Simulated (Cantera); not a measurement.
A perfectly stirred reactor is fed with 2.77 % CO, 0.139 % H2, 4.99 % CH4, 9.20 % O2, 82.9 % N2, at 1.00 atm; it is adiabatic with a 375 K inlet, and is followed from long to short residence time, starting on the burning branch (τ in s: 0.42, 0.17, 0.073, 0.03, 0.013, 0.0052, 0.0022, 0.0009, 0.00038, 0.00016, 6.5e-05, 2.7e-05).

Cantera simulation using GRI-Mech 3.0 (53 species, 325 reactions); the numbers are that mechanism's predictions, not measurements.

Task: Predict: blow-out, bracketed by the residence times tried; x(CO) at τ = 0.420 s; x(H2) at τ = 0.420 s; x(CH4) at τ = 0.420 s; x(H2O2) at τ = 0.420 s; x(C2H4) at τ = 0.420 s; x(CO) at τ = 2.20 ms; x(H2) at τ = 2.20 ms; x(CH4) at τ = 2.20 ms.

Result: 
```json
{
 "blow_out_bracketed_by_the_residence_times_tried": "burning at 73.0 ms, out at 30.0 ms",
 "x(CO) at τ = 0.420 s": "0.0256",
 "x(H2) at τ = 0.420 s": "0.0129",
 "x(CH4) at τ = 0.420 s": "0.00147",
 "x(H2O2) at τ = 0.420 s": "5.65e-9",
 "x(C2H4) at τ = 0.420 s": "0.000105",
 "x(CO) at τ = 2.20 ms": "0.0277",
 "x(H2) at τ = 2.20 ms": "0.00139",
 "x(CH4) at τ = 2.20 ms": "0.0499"
}
```
